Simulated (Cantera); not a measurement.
## Adiabatic ignition

An adiabatic, constant-pressure homogeneous reactor starts with 13.0 % CH₄, 1.30 % C₂H₆, 18.0 % O₂, 67.7 % N₂, at 1273 K and 3750 Torr.

Cantera simulation using GRI-Mech 3.0 (53 species, 325 reactions); the numbers are that mechanism's predictions, not measurements.

```json
[
 {"t (s)": "1.00e-5", "T (K)": "1273", "x CH₄": "0.130", "x C₂H₆": "0.0130", "x O₂": "0.180", "x CO": "8.22e-11", "x H₂": "6.44e-8"},
 {"t (s)": "2.61e-5", "T (K)": "1273", "x CH₄": "0.130", "x C₂H₆": "0.0130", "x O₂": "0.180", "x CO": "1.78e-9", "x H₂": "4.85e-7"},
 {"t (s)": "6.81e-5", "T (K)": "1273", "x CH₄": "0.130", "x C₂H₆": "0.0130", "x O₂": "0.180", "x CO": "5.80e-8", "x H₂": "5.15e-6"},
 {"t (s)": "0.000178", "T (K)": "1274", "x CH₄": "0.130", "x C₂H₆": "0.0129", "x O₂": "0.179", "x CO": "3.98e-6", "x H₂": "7.59e-5"},
 {"t (s)": "0.000464", "T (K)": "1282", "x CH₄": "0.128", "x C₂H₆": "0.0121", "x O₂": "0.178", "x CO": "0.000230", "x H₂": "0.000818"},
 {"t (s)": "0.00121", "T (K)": "2527", "x CH₄": "7.09e-11", "x C₂H₆": "<1e-12", "x O₂": "1.82e-5", "x CO": "0.112", "x H₂": "0.109"},
 {"t (s)": "0.00316", "T (K)": "2527", "x CH₄": "6.78e-11", "x C₂H₆": "<1e-12", "x O₂": "1.82e-5", "x CO": "0.112", "x H₂": "0.109"},
 {"t (s)": "0.00825", "T (K)": "2527", "x CH₄": "6.77e-11", "x C₂H₆": "<1e-12", "x O₂": "1.82e-5", "x CO": "0.112", "x H₂": "0.109"},
 {"t (s)": "0.0215", "T (K)": "2527", "x CH₄": "6.77e-11", "x C₂H₆": "<1e-12", "x O₂": "1.82e-5", "x CO": "0.112", "x H₂": "0.109"},
 {"t (s)": "0.0562", "T (K)": "2527", "x CH₄": "6.77e-11", "x C₂H₆": "<1e-12", "x O₂": "1.82e-5", "x CO": "0.112", "x H₂": "0.109"},
 {"t (s)": "0.147", "T (K)": "2527", "x CH₄": "6.77e-11", "x C₂H₆": "<1e-12", "x O₂": "1.82e-5", "x CO": "0.112", "x H₂": "0.109"},
 {"t (s)": "0.383", "T (K)": "2527", "x CH₄": "6.77e-11", "x C₂H₆": "<1e-12", "x O₂": "1.82e-5", "x CO": "0.112", "x H₂": "0.109"},
 {"t (s)": "1.00", "T (K)": "2527", "x CH₄": "6.77e-11", "x C₂H₆": "<1e-12", "x O₂": "1.82e-5", "x CO": "0.112", "x H₂": "0.109"}
]
```
x: mole fraction; the columns are a selection and need not sum to one.

```json
{
  "time_of_steepest_temperature_rise": "0.919 ms",
  "temperature at 1.00 s": "2527 K",
  "equilibrium_temperature": "2527 K",
  "x(CH₄) at 1.00 s": "6.77e-11 (gas-phase equilibrium 7.63e-11)",
  "x(C₂H₆) at 1.00 s": "<1e-12 (gas-phase equilibrium <1e-12)",
  "x(O₂) at 1.00 s": "1.82e-5 (gas-phase equilibrium 1.82e-5)"
}
```
